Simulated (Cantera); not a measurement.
What does this Cantera script print?

```python
import numpy as np
import cantera as ct

gas_names = """
    H HNO HNO2 HNO3 HO2 H2 H2O H2O2 N NH NH2 NH3 NH2OH NO NO2 NO3 N2 N2H2 N2H4 N2O O OH O2 O3 Pb PbO Pb2
""".split()
cond_names = """
    H2O(s) H2O(L) Pb(cr) Pb(L) PbO(rd) PbO(yw) PbO(L) PbO2(s) Pb3O4(s)
""".split()


# ... load() reads the species with a 1 bar reference pressure and builds the phases ...
atoms = {
    'PbO': {'Pb': 1, 'O': 1},
    'H2': {'H': 2},
    'N2': {'N': 2},
}
top_T = {'Pb3O4(s)': 820}  # K; cautious upper limits of use, not melting points


# ... equilibrate(T, P, feed) seeds the gas with the atoms and calls Mixture.equilibrate('TP', solver="vcs", rtol=1e-11, max_steps=5000) ...
results = []
feed = {'PbO': 1, 'H2': 24, 'N2': 2.6}  # mol
P = 101325  # Pa
for T in [698, 898, 1098, 1298, 1498, 1698, 1898]:
    mix = equilibrate(T, P, feed)
    results.append((T, P, feed, dict(zip(mix.species_names, mix.species_moles))))

top = {s: max(r[3][s] / sum(r[3][g] for g in gas_names) for r in results) for s in gas_names}
cols = sorted((s for s in top if top[s] > 1e-06), key=lambda s: -top[s])[:7]
seen = [c for c in cond_names if any(r[3].get(c, 0) > 1e-12 for r in results)]
print("log10 of partial pressures in bar; condensed amounts in mol")
print(f"{'T/K':>10s}" + "".join(f"{s[:9]:>10s}" for s in cols + seen))
for T, P, feed, n in results:
    ng = sum(n[g] for g in gas_names)
    print(f"{T:10.4g}" + "".join(f"{np.log10(max(n[s] / ng * P / 1e5, 1e-99)):10.3f}" for s in cols)
          + "".join(f"{n.get(c, 0):10.4g}" for c in seen))
```

Output:

```
log10 of partial pressures in bar; condensed amounts in mol
       T/K        H2        N2       H2O        Pb       NH3         H       Pb2     Pb(L)
       698    -0.058    -1.009    -1.418    -8.993    -2.609   -13.674   -17.349         1
       898    -0.058    -1.005    -1.419    -5.888    -3.498    -9.990   -12.130         1
      1098    -0.058    -1.004    -1.419    -3.933    -4.082    -7.635    -8.857    0.9969
      1298    -0.059    -1.005    -1.420    -2.592    -4.493    -5.999    -6.621    0.9327
      1498    -0.068    -1.015    -1.430    -1.618    -4.815    -4.799    -5.002    0.3518
      1698    -0.074    -1.020    -1.435    -1.436    -5.057    -3.877    -4.890         0
      1898    -0.074    -1.020    -1.435    -1.436    -5.240    -3.144    -5.094         0
```

Cantera equilibrium calculation (NASA polynomials, part measured and part estimated; ideal gas, pure solids and liquids).
